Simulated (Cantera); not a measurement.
Charge: 1 mol SiC, 0.28 mol O2, 2.6 mol H2, held at 0.240 Pa.

These are equilibrium values from Cantera (NASA tables, ideal gas, pure condensed phases), not measurements of a reactor. Candidate condensed phases: C, C6H6, C7H8, C8H18, H2O, Si, SiC, SiO2; 123 gas species. Equilibrium is a limit: real reactors are often held back by kinetics, nucleation or transport. All values below are at 1400 K.

Base state: H2 0.820, CO 0.0885, SiO 0.0885, H 0.00284, Si 4.65e-5 (mole fractions); condensed: SiC(s).

What changes in the equilibrium state with this change: pressure from 0.240 Pa to 0.440 Pa?


```csv
species,before,after
H2,0.820,0.821
CO,0.0885,0.0885
SiO,0.0885,0.0885
H,0.00284,0.00210
Si,4.65e-5,2.54e-5
"SiC(s), mol",0.720,0.720
```
